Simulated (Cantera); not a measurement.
An isothermal, constant-pressure homogeneous reactor starts with NO : N₂ = 1 : 0.38 (molar parts), at 2050 K and 27.0 Torr. Integrator tolerance rtol = 1e-08.

Cantera simulation using GRI-Mech 3.0 (53 species, 325 reactions); the numbers are that mechanism's predictions, not measurements. Radical loss at walls, strong at low pressure, is not modelled.

Task: What does this change do: temperature 2050 to 1750 K?

Result: 
| quantity | before | after |
|---|---|---|
| x(NO) at 10.0 s | 0.0455 (gas-phase equilibrium 0.0102) | 0.663 (gas-phase equilibrium 0.00412) |
| x(O₂) at 10.0 s | 0.338 (gas-phase equilibrium 0.355) | 0.0305 (gas-phase equilibrium 0.360) |
| x(O) at 10.0 s | 0.00300 (gas-phase equilibrium 0.00307) | 8.53e-5 (gas-phase equilibrium 0.000238) |
| x(N₂) at 10.0 s | 0.614 (gas-phase equilibrium 0.632) | 0.306 (gas-phase equilibrium 0.636) |
| x(N₂O) at 10.0 s | 5.66e-7 (gas-phase equilibrium 9.74e-8) | 0.000150 (gas-phase equilibrium 4.07e-8) |
| x(NO₂) at 10.0 s | 1.73e-5 (gas-phase equilibrium 4.01e-6) | 0.000131 (gas-phase equilibrium 2.86e-6) |
